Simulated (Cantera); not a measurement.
What does this Cantera script print?

```python
import numpy as np
import cantera as ct

gas_names = """
    Cu CuO Cu2 H HNO HNO2 HNO3 HO2 H2 H2O H2O2 N NH NH2 NH3 NH2OH NO NO2 NO3 N2 N2H2 N2H4 N2O O OH O2 O3
""".split()
cond_names = """
    Cu(cr) Cu(L) CuO(s) CuO2H2(s) Cu2O(s) Cu2O(L) H2O(s) H2O(L)
""".split()


# ... load() reads the species with a 1 bar reference pressure and builds the phases ...
atoms = {
    'CuO': {'Cu': 1, 'O': 1},
    'H2': {'H': 2},
    'N2': {'N': 2},
}
top_T = {'CuO(s)': 1390}  # K; cautious upper limits of use, not melting points


# ... equilibrate(T, P, feed) seeds the gas with the atoms and calls Mixture.equilibrate('TP', solver="vcs", rtol=1e-11, max_steps=5000) ...
results = []
feed = {'CuO': 1, 'H2': 1.1, 'N2': 40}  # mol
P = 1000  # Pa
for T in [698, 848, 998, 1148, 1298, 1448, 1598, 1748, 1898, 2048, 2198]:
    mix = equilibrate(T, P, feed)
    results.append((T, P, feed, dict(zip(mix.species_names, mix.species_moles))))

top = {s: max(r[3][s] / sum(r[3][g] for g in gas_names) for r in results) for s in gas_names}
cols = sorted((s for s in top if top[s] > 1e-05), key=lambda s: -top[s])[:8]
seen = [c for c in cond_names if any(r[3].get(c, 0) > 1e-12 for r in results)]
print("log10 of partial pressures in bar; condensed amounts in mol")
print(f"{'T/K':>10s}" + "".join(f"{s[:9]:>10s}" for s in cols + seen))
for T, P, feed, n in results:
    ng = sum(n[g] for g in gas_names)
    print(f"{T:10.4g}" + "".join(f"{np.log10(max(n[s] / ng * P / 1e5, 1e-99)):10.3f}" for s in cols)
          + "".join(f"{n.get(c, 0):10.4g}" for c in seen))
```

Result:

```
log10 of partial pressures in bar; condensed amounts in mol
       T/K        N2       H2O        Cu        H2         H        OH        O2        NO    Cu(cr)     Cu(L)
       698    -2.012    -3.614   -18.370    -4.614   -15.951   -19.059   -29.266   -21.818         1         0
       848    -2.012    -3.614   -13.934    -4.614   -13.027   -15.284   -22.748   -17.350         1         0
       998    -2.012    -3.614   -10.842    -4.614   -10.974   -12.636   -18.169   -14.214         1         0
      1148    -2.012    -3.614    -8.565    -4.614    -9.452   -10.675   -14.773   -11.891         1         0
      1298    -2.012    -3.614    -6.822    -4.614    -8.277    -9.165   -12.154   -10.100    0.9994         0
      1448    -2.012    -3.614    -5.479    -4.614    -7.343    -7.966   -10.071    -8.678         0    0.9864
      1598    -2.013    -3.616    -4.413    -4.616    -6.582    -6.991    -8.376    -7.521         0    0.8405
      1748    -2.022    -3.626    -3.625    -4.619    -5.951    -6.192    -6.985    -6.573         0         0
      1898    -2.022    -3.637    -3.625    -4.564    -5.389    -5.550    -5.932    -5.831         0         0
      2048    -2.023    -3.675    -3.625    -4.417    -4.859    -5.079    -5.287    -5.324         0         0
      2198    -2.025    -3.760    -3.627    -4.251    -4.380    -4.745    -4.913    -4.979         0         0
```

Cantera equilibrium calculation (NASA polynomials, part measured and part estimated; ideal gas, pure solids and liquids).
